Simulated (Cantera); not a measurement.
**Gas activation for diamond growth**

An isothermal, constant-pressure homogeneous reactor starts with 1.37 % CH4, 98.0 % H2, 0.666 % O2, at 2348 K and 0.0336 atm.

Model: GRI-Mech 3.0 (53 species, 325 reactions), integrated in Cantera. Radical loss at walls, strong at low pressure, is not modelled.

```tsv
t (s)	x CH4	x H2	x O2	x CO2	x CH2	x CH2CO
2.00e-5	0.0136	0.979	0.00663	1.18e-9	3.59e-8	<1e-12
7.96e-5	0.0133	0.978	0.00636	8.87e-8	7.97e-7	2.71e-10
0.000317	0.0110	0.965	0.00244	7.11e-6	3.07e-5	1.52e-7
0.00126	0.00624	0.956	3.66e-8	3.32e-6	6.40e-5	2.59e-7
0.00502	0.00142	0.953	5.39e-9	2.24e-6	2.97e-5	5.98e-7
0.0200	0.000364	0.947	5.77e-9	5.97e-6	1.35e-5	4.51e-7
0.0796	0.000122	0.939	1.92e-9	6.49e-6	8.23e-6	9.20e-8
0.317	1.94e-5	0.926	1.01e-10	1.52e-6	2.34e-6	4.23e-9
1.26	3.56e-6	0.922	<1e-12	1.14e-7	4.98e-7	1.82e-10
5.02	1.08e-6	0.922	<1e-12	3.63e-10	1.51e-7	2.12e-11
20.0	1.07e-6	0.922	<1e-12	1.76e-10	1.49e-7	2.08e-11
```
x: mole fraction; the columns are a selection and need not sum to one.

Equilibrium at this temperature and pressure: CH4 1.08e-6, H2 0.922, O2 <1e-12, CO2 1.78e-10, CH2 1.51e-7, CH2CO 2.10e-11 (gas phase only).
